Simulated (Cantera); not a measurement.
Input (Python, Cantera):

```python
import numpy as np
import cantera as ct

gas = ct.Solution("gri30.yaml")
gas.TPX = 1350, 48000, {'H2': 1.5, 'O2': 1, 'N2': 3.8}
inlet = ct.Reservoir(gas, clone=True)

reactor = ct.IdealGasConstPressureReactor(gas, energy="off", clone=False)
exhaust = ct.Reservoir(gas, clone=True)
tau = [5.9, 2.7, 1.2, 0.57, 0.26, 0.12, 0.056, 0.026, 0.012, 0.0055, 0.0025][0]
for a, b in ((inlet, reactor), (reactor, exhaust)):
    ct.MassFlowController(a, b, mdot=lambda t: reactor.mass / tau)
net = ct.ReactorNet([reactor])
show = ['H2', 'O2', 'H2O2', 'H', 'OH', 'H2O', 'NO2']

rows = []
print(f"{'tau/s':>10s}{'T/K':>9s}" + "".join(f"{s:>11s}" for s in show))
for tau in [5.9, 2.7, 1.2, 0.57, 0.26, 0.12, 0.056, 0.026, 0.012, 0.0055, 0.0025]:
    net.initial_time = 0.0
    net.advance(30 * tau)
    before = gas.X
    net.advance(40 * tau)
    drift = np.max(np.abs(gas.X - before) / (gas.X + 1e-9))
    rows.append([gas.T, *gas[show].X, drift])
    print(f"{tau:10.3e}{gas.T:9.1f}" + "".join(f"{x:11.3e}" for x in gas[show].X))
```

It prints:

```
     tau/s      T/K         H2         O2       H2O2          H         OH        H2O        NO2
 5.900e+00   1350.0  5.124e-05  4.501e-02  1.305e-07  1.648e-06  2.054e-04  2.701e-01  8.562e-09
 2.700e+00   1350.0  8.637e-05  4.501e-02  1.941e-07  3.605e-06  2.662e-04  2.700e-01  7.910e-09
 1.200e+00   1350.0  1.485e-04  4.501e-02  2.882e-07  8.142e-06  3.487e-04  2.699e-01  6.203e-09
 5.700e-01   1350.0  2.440e-04  4.502e-02  4.074e-07  1.722e-05  4.473e-04  2.697e-01  4.470e-09
 2.600e-01   1350.0  4.112e-04  4.505e-02  5.763e-07  3.789e-05  5.823e-04  2.694e-01  3.030e-09
 1.200e-01   1350.0  6.850e-04  4.511e-02  7.959e-07  8.223e-05  7.558e-04  2.690e-01  2.130e-09
 5.600e-02   1350.0  1.127e-03  4.524e-02  1.073e-06  1.758e-04  9.784e-04  2.683e-01  1.643e-09
 2.600e-02   1350.0  1.846e-03  4.546e-02  1.417e-06  3.755e-04  1.270e-03  2.671e-01  1.404e-09
 1.200e-02   1350.0  3.006e-03  4.587e-02  1.828e-06  7.989e-04  1.650e-03  2.653e-01  1.297e-09
 5.500e-03   1350.0  4.850e-03  4.658e-02  2.290e-06  1.686e-03  2.144e-03  2.622e-01  1.253e-09
 2.500e-03   1350.0  7.723e-03  4.780e-02  2.765e-06  3.501e-03  2.777e-03  2.572e-01  1.240e-09
```

Model: GRI-Mech 3.0 (53 species, 325 reactions), integrated in Cantera. The temperature is held fixed by assumption; the heat of reaction is taken as removed at once.
